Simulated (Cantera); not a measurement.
Charge: 1 mol S, 0.053 mol H2, equilibrated at 67500 Torr.

Cantera equilibrium calculation (NASA polynomials, part measured and part estimated; ideal gas, pure solids and liquids). Candidate condensed phases: S; 7 gas species. The ideal-gas law is rough above about 30 bar. Gases not in the tables: S3 to S7. Rates play no part. All values below are at 452 °C.

Base state: H2S 0.996, S8 0.00319, H2 0.000620, S2 0.000451 (mole fractions); condensed: S(l).

**Question.** What changes in the equilibrium state with this change: S replaced by SF6?

**Answer.** 
```
species        before     after
-----------  --------  --------
SF6                 0     0.857
HF                  0    0.0956
SF4                 0    0.0476
H2S             0.996     <1e-9
S8            0.00319     <1e-9
H2           0.000620     <1e-9
S2           0.000451     <1e-9
H2F2                0  0.000124
S2F2 (SSF2)         0   5.99e-5
S(l), mol       0.946         0
```
The tables' values for S2F2 (SSF2) are old estimates; treat these amounts as uncertain.

**Question.** What changes in the equilibrium state with this change: pressure from 67500 Torr to 90000 Torr?

**Answer.** 
| species | before | after |
|---|---|---|
| H2S | 0.996 | 0.997 |
| S8 | 0.00319 | 0.00239 |
| H2 | 0.000620 | 0.000620 |
| S2 | 0.000451 | 0.000339 |
| S(l), mol | 0.946 | 0.946 |
